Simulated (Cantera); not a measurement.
Charge: 1 mol SiH4, 390 mol H2, equilibrated at 1.00 bar.

Method: chemical equilibrium by Gibbs-energy minimisation in Cantera with the NASA 1993 tables (ideal gas, pure condensed phases). Candidate condensed phases: Si; 9 gas species. Gases not in the tables: Si2H6 and higher silanes. Equilibrium is a limit: real reactors are often held back by kinetics, nucleation or transport.

Which condensed phases are stable at each of these points (T (K)): 2098, 2173, 2248, 2323, 2398, 2473, 2548, 2623?


```tsv
T (K)	condensed phases	Si condensed (%)
2098	Si(l)	84.8
2173	Si(l)	72.9
2248	Si(l)	52.3
2323	Si(l)	16.8
2398	gas only	0.0
2473	gas only	0.0
2548	gas only	0.0
2623	gas only	0.0
```

From 2098 K to 2323 K the condensed part is Si(l). From 2398 K to 2623 K nothing is condensed.
